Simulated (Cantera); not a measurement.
An isothermal, constant-pressure homogeneous reactor starts with H2 : O2 = 0.028 : 1 (molar parts), equivalence ratio 0.014, at 1175 K and 20.0 Torr.

Cantera simulation using the H2/O2 subset of GRI-Mech 3.0, which has no nitrogen chemistry; the numbers are that mechanism's predictions, not measurements. Radical loss at walls, strong at low pressure, is not modelled.

x: mole fraction; the columns are a selection and need not sum to one.

```
t (s)         x H2   x O2    x HO2       x H       x O      x OH     x H2O
--------  --------  -----  -------  --------  --------  --------  --------
0.000200    0.0272  0.973      [?]   3.89e-9   1.10e-8   7.80e-9   8.99e-9
0.000544    0.0272  0.973      [?]   6.84e-8   2.36e-7   1.55e-7   2.90e-7
0.00148     0.0265  0.972      [?]  0.000129  0.000441  0.000284  0.000575
0.00403   0.000314  0.953      [?]   0.00250    0.0177   0.00184    0.0248
0.0110    0.000184  0.959      [?]   0.00129    0.0118   0.00144    0.0259
0.0299     7.78e-5  0.967      [?]  0.000348   0.00492  0.000940    0.0268
0.0813     1.91e-5  0.971      [?]   4.25e-5   0.00121  0.000468    0.0273
0.221      3.39e-6  0.972      [?]   3.27e-6  0.000218  0.000200    0.0275
0.602      5.92e-7  0.972      [?]   2.45e-7   3.87e-5   8.45e-5    0.0276
1.64       1.20e-7  0.972      [?]   2.31e-8   8.01e-6   3.85e-5    0.0276
4.46       2.95e-8  0.972      [?]   2.87e-9   1.99e-6   1.92e-5    0.0276
12.1       8.49e-9  0.972  5.10e-9  4.49e-10   5.79e-7   1.04e-5    0.0276
33.1       2.88e-9  0.972  5.22e-9  8.96e-11   1.98e-7   6.04e-6    0.0276
90.0       1.45e-9  0.972      [?]  3.24e-11   9.99e-8   4.30e-6    0.0276
```

Q: Complete the blanks.

A: 
- 0.000200, x HO2: 6.08e-9
- 0.000544, x HO2: 1.83e-8
- 0.00148, x HO2: 2.58e-6
- 0.00403, x HO2: 4.69e-6
- 0.0110, x HO2: 3.97e-6
- 0.0299, x HO2: 2.80e-6
- 0.0813, x HO2: 1.37e-6
- 0.221, x HO2: 4.58e-7
- 0.602, x HO2: 1.21e-7
- 1.64, x HO2: 3.11e-8
- 4.46, x HO2: 9.72e-9
- 90.0, x HO2: 6.47e-9
